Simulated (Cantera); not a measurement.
## Nitride etching: Si3N4 + Cl2

Feed: 1 mol Si3N4, a varied amount of Cl2, held at 1298.15 K and 0.160 bar.

Equilibrium computed with Cantera from the NASA thermochemical tables; the gas is ideal and each condensed phase is pure. Candidate condensed phases: Si, Si3N4; 13 gas species. The tables' values for SiCl3 are old estimates; treat these amounts as uncertain. Kinetics and transport are ignored.

At 3.2 mol Cl2 the condensed part is Si3N4(s). From 6 mol Cl2 to 28 mol Cl2 nothing is condensed. The main Si-bearing gas is SiCl4 throughout.

```tsv
n(Cl2) (mol)	log p Cl2	log p SiCl4	log p N2	log p Cl	log p SiCl3	log p SiCl2	n Si3N4(s)
3.2	-8.72	-1.03	-1.19	-6.27	-2.63	-3.45	0.462
6	-5.21	-1.02	-1.19	-4.52	-4.37	-6.95	0
8.7	-1.27	-1.21	-1.39	-2.55	-6.53	-11.08	0
11	-1.11	-1.32	-1.50	-2.47	-6.73	-11.35	0
14	-1.02	-1.44	-1.61	-2.42	-6.89	-11.56	0
17	-0.97	-1.53	-1.70	-2.40	-7.00	-11.69	0
20	-0.94	-1.60	-1.78	-2.38	-7.09	-11.80	0
22	-0.93	-1.65	-1.82	-2.38	-7.14	-11.86	0
25	-0.91	-1.70	-1.88	-2.37	-7.21	-11.93	0
28	-0.90	-1.76	-1.93	-2.36	-7.26	-12.00	0
```
log p: log10 of the partial pressure in bar; n: condensed amount in mol.
